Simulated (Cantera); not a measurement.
Charge: 1 mol FeS2, 8.1 mol H2, 1.3 mol N2, held at 1627 °C and 680 Pa.

Equilibrium computed with Cantera from the NASA thermochemical tables; the gas is ideal and each condensed phase is pure. Candidate condensed phases: Fe, FeS, FeS2, S; 16 gas species. Kinetics and transport are ignored.

Base state: H2 0.742, N2 0.123, S2 0.0783, Fe 0.0164, SH 0.0136, H2S 0.0135, H 0.00829, S 0.00542 (mole fractions); condensed: Fe(l).

Q: What changes in the equilibrium state with this change: pressure from 680 Pa to 14000 Pa?

A: 
```
species       before     after
-----------  -------  --------
H2             0.742     0.789
N2             0.123     0.134
H2S           0.0135    0.0386
S2            0.0783    0.0277
Fe            0.0164  0.000432
SH            0.0136   0.00837
S            0.00542  0.000711
H            0.00829   0.00188
Fe(l), mol     0.827         0
FeS(l), mol        0     0.996
```
FeS: taken at fixed stoichiometry.

Q: What changes in the equilibrium state with this change: pressure from 680 Pa to 19.0 Pa?

A: 
```tsv
species	before	after
H2	0.742	0.653
N2	0.123	0.110
Fe	0.0164	0.0845
H	0.00829	0.0465
H2S	0.0135	0.00178
S	0.00542	0.0291
S2	0.0783	0.0633
SH	0.0136	0.0115
Fe(l), mol	0.827	0
```

Q: What changes in the equilibrium state with this change: temperature from 1627 °C to 1000 °C?

A: 
| species | before | after |
|---|---|---|
| H2 | 0.742 | 0.768 |
| N2 | 0.123 | 0.137 |
| H2S | 0.0135 | 0.0845 |
| S2 | 0.0783 | 0.0101 |
| Fe | 0.0164 | 4.14e-9 |
| SH | 0.0136 | 0.000494 |
| S | 0.00542 | 2.24e-6 |
| H | 0.00829 | 7.58e-6 |
| Fe(l), mol | 0.827 | 0 |
| FeS(s), mol | 0 | 1.00 |
FeS: taken at fixed stoichiometry. Gases not in the tables: S3 to S7.
